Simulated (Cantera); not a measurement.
Feed: 1 mol BCl3, 0.068 mol O2, 6.3 mol H2, held at 1648.15 K and 3200 Pa.

Cantera equilibrium calculation (NASA polynomials, part measured and part estimated; ideal gas, pure solids and liquids). Candidate condensed phases: B, B2O3, B3O3H3, H2O; 33 gas species. The tables' values for BOCl, BCl, BCl2, BH2 are old estimates; treat these amounts as uncertain. Gases not in the tables: BHCl2. Equilibrium is a limit: real reactors are often held back by kinetics, nucleation or transport.

Base state: H2 0.641, HCl 0.321, BCl3 0.0169, HBO 0.00976, BOCl 0.00573, BCl 0.00273, BCl2 0.00188, B2O2 0.000770 (mole fractions); condensed: B(s).

### Question
What changes in the equilibrium state with this change: pressure from 3200 Pa to 133 Pa?

### Answer
| species | before | after |
|---|---|---|
| H2 | 0.641 | 0.620 |
| HCl | 0.321 | 0.340 |
| BCl | 0.00273 | 0.0144 |
| BCl3 | 0.0169 | 0.00433 |
| B3O3Cl3 | 1.80e-5 | 3.45e-8 |
| B2O3 | 3.05e-5 | 5.47e-6 |
| HBO2 | 4.71e-5 | 8.68e-6 |
| B(s), mol | 0.696 | 0.698 |
The tables' values for BCl, BOCl, BCl2, BH2 are old estimates; treat these amounts as uncertain.
